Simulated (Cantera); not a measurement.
A diamond (100) surface in a fixed gas of H2 with x(CH4) = 0.0024, x(H) = 0.0026, x(CH3) = 2.3e-05, 4400 Pa; coverages are run to steady state.

Computed with Cantera and the Harris–Goodwin 1993 mechanism for the reconstructed diamond (100) surface.

θ: site fractions in the mechanism's names (c6HH fully hydrogenated, c6H* and c6*H radical sites, c6** diradical, c6HM methylated).

```csv
T (K),growth (µm/h),θ c6HH,θ c6H*,θ c6*H,θ c6**,θ c6HM
900,0.313,0.686,0.0104,0.290,0.00431,[?]
975,0.451,0.617,0.0160,0.353,0.00791,[?]
1050,0.517,0.553,0.0228,0.407,0.0131,[?]
1125,0.382,0.496,0.0302,0.452,0.0197,[?]
1200,0.213,0.447,0.0380,0.486,0.0274,[?]
1275,0.156,0.407,0.0458,0.511,0.0357,[?]
1350,0.147,0.376,0.0534,0.527,0.0439,[?]
```

**Question.** Complete the blanks.

**Answer.** 
- 900, θ c6HM: 0.00735
- 975, θ c6HM: 0.00507
- 1050, θ c6HM: 0.00304
- 1125, θ c6HM: 0.00122
- 1200, θ c6HM: 0.000322
- 1275, θ c6HM: 7.39e-5
- 1350, θ c6HM: 1.70e-5
